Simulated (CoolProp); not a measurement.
Saturation properties of hydrogen chloride.

Computed with CoolProp (reference Helmholtz-energy equation of state, Thol 2018).

```csv
T (K),p (kPa),vapour density (kg/m³)
195.6,…,3.540
204.5,…,…
213.5,354.3,…
222.4,511.4,11.05
231.3,…,15.24
240.3,981.1,…
249.2,…,27.44
258.1,1711,35.97
267.1,2204,46.84
276,2787,…
284.9,3479,77.81
```

### Question
Some entries are withheld; supply them.

### Answer

- 195.6, p (kPa): 151.7
- 204.5, p (kPa): 236.0
- 204.5, vapour density (kg/m³): 5.341
- 213.5, vapour density (kg/m³): 7.812
- 231.3, p (kPa): 716.4
- 240.3, vapour density (kg/m³): 20.66
- 249.2, p (kPa): 1308
- 276, vapour density (kg/m³): 60.42

It boils at 188.2 K under 1 atm.
